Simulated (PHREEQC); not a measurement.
Make-up at 10 °C: 0.3 mol/kgw HF, 0.0027 mol/kgw NaF and 0.037 mol/kgw HCl. Closed to the air; pH follows from the charge balance.

Computed with PHREEQC (ion-association model, phreeqc.dat).

| quantity | before | after |
|---|---|---|
| pH | 1.38 | 2.84 |
| ionic strength (mol/kgw) | 0.0512 | 0.00153 |
| HF (mol/kgw) | 0.282 | 0.00186 |
| F- (mol/kgw) | 0.00732 | 0.00116 |
| HF2- (mol/kgw) | 0.00683 | 7.12e-6 |
| NaF (mol/kgw) | 7.54e-6 | 1.65e-8 |
| SI of Halite (NaCl) | -5.73 | -9.60 |

Problem. Which change was made?
(A) diluted 100-fold with water
(B) HF from 0.3 to 0.06 mol/kgw
(C) diluted 10-fold with water

Solution. A, diluted 100-fold with water

Precipitation was switched off in this run. Away from 25 °C the constants follow the database's enthalpies or fits; those with neither stay at their 25 °C values.
